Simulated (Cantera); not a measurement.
Input (Python, Cantera):

```python
import numpy as np
import cantera as ct

gas = ct.Solution("gri30.yaml")
gas.TPX = 1000, 100000, {'C2H6': 1, 'N2': 44}
inlet = ct.Reservoir(gas, clone=True)

reactor = ct.IdealGasConstPressureReactor(gas, energy="off", clone=False)
exhaust = ct.Reservoir(gas, clone=True)
tau = [0.78, 0.22, 0.06, 0.017, 0.0047, 0.0013, 0.00037, 0.0001][0]
for a, b in ((inlet, reactor), (reactor, exhaust)):
    ct.MassFlowController(a, b, mdot=lambda t: reactor.mass / tau)
net = ct.ReactorNet([reactor])
show = ['C2H6', 'CH3', 'CH2', 'H2', 'H', 'C2H2']

rows = []
print(f"{'tau/s':>10s}{'T/K':>9s}" + "".join(f"{s:>11s}" for s in show))
for tau in [0.78, 0.22, 0.06, 0.017, 0.0047, 0.0013, 0.00037, 0.0001]:
    net.initial_time = 0.0
    net.advance(30 * tau)
    before = gas.X
    net.advance(40 * tau)
    drift = np.max(np.abs(gas.X - before) / (gas.X + 1e-9))
    rows.append([gas.T, *gas[show].X, drift])
    print(f"{tau:10.3e}{gas.T:9.1f}" + "".join(f"{x:11.3e}" for x in gas[show].X))
```

Result:

```
     tau/s      T/K       C2H6        CH3        CH2         H2          H       C2H2
 7.800e-01   1000.0  1.740e-02  8.656e-08  3.820e-14  4.654e-03  2.236e-08  6.111e-05
 2.200e-01   1000.0  2.067e-02  1.002e-07  4.465e-14  1.490e-03  2.101e-08  7.856e-06
 6.000e-02   1000.0  2.184e-02  8.724e-08  3.376e-14  3.665e-04  1.786e-08  5.341e-07
 1.700e-02   1000.0  2.216e-02  4.973e-08  1.155e-14  6.331e-05  1.072e-08  1.628e-08
 4.700e-03   1000.0  2.222e-02  2.778e-08  2.209e-15  5.636e-06  3.443e-09  1.341e-10
 1.300e-03   1000.0  2.222e-02  1.938e-08  4.383e-16  3.351e-07  7.400e-10  5.699e-13
 3.700e-04   1000.0  2.222e-02  1.027e-08  6.521e-17  1.446e-08  1.122e-10  1.551e-15
 1.000e-04   1000.0  2.222e-02  3.709e-09  5.808e-18  3.769e-10  1.082e-11  1.943e-18
```

Model: GRI-Mech 3.0 (53 species, 325 reactions), integrated in Cantera. GRI-Mech 3.0 stops at C3 and has no aromatics, soot or wall deposition, so with more carbon than oxygen in the feed, carbon stays in small species such as C2H2 where larger ones or solid carbon would form.
